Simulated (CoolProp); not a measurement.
A Linde-Hampson liquefier for nitrogen: isothermal reversible compression at 290 K from 1 atm to 40 MPa, throttling to 1 atm, return gas leaving the recuperator 10 K below the feed. Each further row changes one setting.

Values from CoolProp's reference Helmholtz-energy equation of state, Span 2000.

```csv
case,liquid yield per pass,compression work (kJ/kg of gas)
as stated,0.080,522
high pressure 80 MPa,0.040,610
warm-end temperature 320 K,0.053,580
warm-end gap 15 K,0.068,522
```
